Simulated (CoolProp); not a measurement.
The fluid at 196.42 K and 0.0108 MPa (gas) is heated at constant pressure to 263.5 K. The same conditions are run with several fluids, on thermodynamics alone (safety and materials aside).

Values from CoolProp's reference Helmholtz-energy equation of state of each fluid (R13: Platzer 1990; methane: Setzmann 1991; carbon monoxide: Lemmon 2006; dry air: Lemmon 2000; oxygen: Schmidt 1985). The equations of Platzer and Polt are older, rougher fits. Blends and air are pseudo-pure fits.

Task: Rank R13, methane, carbon monoxide, dry air, oxygen by heat (kJ/kg), highest first.

Result: methane (142), carbon monoxide (69.7), dry air (67.3), oxygen (61.2), R13 (37.1)

```csv
fluid,final density (kg/m³)
R13,0.516
methane,0.0791
carbon monoxide,0.138
dry air,0.143
oxygen,0.158
```
